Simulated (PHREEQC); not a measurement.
Consider water at 35 °C with 9.9 mmol/kgw CsOH, 0.5 mmol/kgw H3BO3 and 2.2 mmol/kgw NaNO3. Closed to the air; pH follows from the charge balance.

Equilibrium calculation in PHREEQC: ion-association model, wateq4f.dat.

Precipitation was switched off in this run.

Task: Predict the pH.

Result: pH 11.61.
